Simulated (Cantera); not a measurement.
Input: 1 mol SiH2Cl2, 0.77 mol NH3, 0.32 mol H2, equilibrated at 1.33 mbar.

These are equilibrium values from Cantera (NASA tables, ideal gas, pure condensed phases), not measurements of a reactor. Candidate condensed phases: NH4Cl, Si, Si3N4; 28 gas species. The tables' values for SiCl3, SiCl are old estimates; treat these amounts as uncertain. Rates play no part. All values below are at 1498 K.

Base state: H2 0.589, HCl 0.191, SiCl2 0.174, N2 0.0413, SiCl3 0.00399, H 0.000361, SiCl4 0.000292, Cl 9.43e-5 (mole fractions); condensed: Si3N4(s).

What changes in the equilibrium state with this change: 0.094 mol O2 added?


```csv
species,before,after
H2,0.589,0.575
HCl,0.191,0.200
SiCl2,0.174,0.166
N2,0.0413,0.0539
SiO,0,0.000531
SiCl,4.47e-5,3.98e-5
SiCl4,0.000292,0.000314
"Si3N4(s), mol",0.118,0.000749
"Si2N2O(s), mol",0,0.186
```
Mutual solubility and eutectic melting of coexisting phases are not modelled. Further candidate phases: H2O, SiO2, Si2N2O.
